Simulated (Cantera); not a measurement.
Mixture: 31.0 % CO, 8.37 % H2, 3.72 % CH4, 13.2 % O2, 43.7 % N2, at 3.45 atm, adiabatic and at constant volume. Ignition delay is the time to a rise of 400 K.

Cantera simulation using GRI-Mech 3.0 (53 species, 325 reactions); the numbers are that mechanism's predictions, not measurements.

Problem. Predict: delay at 1300 K; delay at 1400 K; delay at 1500 K; delay at 1600 K; delay at 1700 K; delay at 1800 K; apparent activation energy between 1600 and 1800 K.

Solution. delay at 1300 K: 58.1 µs
delay at 1400 K: 30.6 µs
delay at 1500 K: 18.0 µs
delay at 1600 K: 11.6 µs
delay at 1700 K: 7.98 µs
delay at 1800 K: 5.76 µs
apparent activation energy between 1600 and 1800 K: 84 kJ/mol
